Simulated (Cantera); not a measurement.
## Diamond growth

A diamond (100) surface in a fixed gas of H2 with x(CH4) = 0.0048, x(H) = 0.0015, x(CH3) = 3e-05, 0.109 atm; coverages are run to steady state.

Model: the Harris–Goodwin 1993 mechanism for the reconstructed diamond (100) surface, integrated in Cantera.

| T (K) | growth (µm/h) | θ c6HH | θ c6H* | θ c6*H | θ c6** | θ c6HM |
|---|---|---|---|---|---|---|
| 925 | 1.16 | 0.656 | 0.0120 | 0.308 | 0.00522 | 0.0146 |
| 975 | 1.46 | 0.612 | 0.0159 | 0.349 | 0.00768 | 0.0114 |
| 1025 | 1.71 | 0.571 | 0.0202 | 0.386 | 0.0108 | 0.00860 |
| 1075 | 1.73 | 0.533 | 0.0250 | 0.419 | 0.0144 | 0.00582 |
| 1125 | 1.44 | 0.499 | 0.0299 | 0.448 | 0.0185 | 0.00326 |
| 1175 | 0.999 | 0.468 | 0.0351 | 0.471 | 0.0228 | 0.00148 |
| 1225 | 0.677 | 0.442 | 0.0402 | 0.490 | 0.0272 | 0.000591 |
| 1275 | 0.523 | 0.420 | 0.0452 | 0.503 | 0.0314 | 0.000224 |
| 1325 | 0.467 | 0.402 | 0.0500 | 0.513 | 0.0352 | 8.47e-5 |
| 1375 | 0.426 | 0.388 | 0.0546 | 0.518 | 0.0386 | 3.22e-5 |
θ: site fractions in the mechanism's names (c6HH fully hydrogenated, c6H* and c6*H radical sites, c6** diradical, c6HM methylated).
